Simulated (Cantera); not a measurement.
Feed: 1 mol NaI, 1.7 mol H2, equilibrated at 1200 °C and 14.3 Torr.

Cantera equilibrium calculation (NASA polynomials, part measured and part estimated; ideal gas, pure solids and liquids). Candidate condensed phases: I2, Na, NaI; 9 gas species. Gases not in the tables: NaBr and NaI dimers. Rates play no part.

Base state: H2 0.626, NaI 0.364, Na 0.00455, I 0.00323, HI 0.00132, H 7.26e-5 (mole fractions); condensed: gas only.

### Question
What changes in the equilibrium state with this change: temperature from 1200 °C to 1002 °C?

### Answer
```csv
species,before,after
H2,0.626,0.629
NaI,0.364,0.369
Na,0.00455,0.000817
I,0.00323,0.000371
H,7.26e-5,4.24e-6
HI,0.00132,0.000446
```

### Question
What changes in the equilibrium state with this change: NaI replaced by CuF2?

### Answer
```
species      before     after
----------  -------  --------
HF                0     0.740
H2            0.626     0.259
Cu                0  0.000272
NaI           0.364         0
Na          0.00455         0
I           0.00323         0
HI          0.00132         0
CuF               0   9.45e-5
H           7.26e-5   4.67e-5
Cu(l), mol        0     0.999
```
Further candidate phases: Cu, CuF2.
